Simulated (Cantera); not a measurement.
Feed: 1 mol BF3, 0.089 mol H2O, equilibrated at 2.93 Torr.

Method: chemical equilibrium by Gibbs-energy minimisation in Cantera with the NASA 1993 tables (ideal gas, pure condensed phases). Candidate condensed phases: B, B2O3, B3O3H3, H2O; 43 gas species. The tables' values for BF2 are old estimates; treat these amounts as uncertain. Rates play no part. All values below are at 1602 °C.

Base state: BF3 0.773, HF 0.151, BOF 0.0755, BF2 0.000369, F 0.000321, BOF2 2.45e-5, H 1.24e-5 (mole fractions); condensed: gas only.

Q: What changes in the equilibrium state with this change: 0.0051 mol O2 added?

A: 
```json
[
 {"species": "BF3", "before": "0.773", "after": "0.768"},
 {"species": "HF", "before": "0.151", "after": "0.150"},
 {"species": "BOF", "before": "0.0755", "after": "0.0758"},
 {"species": "O2", "before": "5.14e-6", "after": "0.00376"},
 {"species": "F", "before": "0.000321", "after": "0.00166"},
 {"species": "O", "before": "8.73e-6", "after": "0.000236"},
 {"species": "BF2", "before": "0.000369", "after": "7.10e-5"},
 {"species": "H", "before": "1.24e-5", "after": "2.39e-6"},
 {"species": "BOF2", "before": "2.45e-5", "after": "0.000128"}
]
```
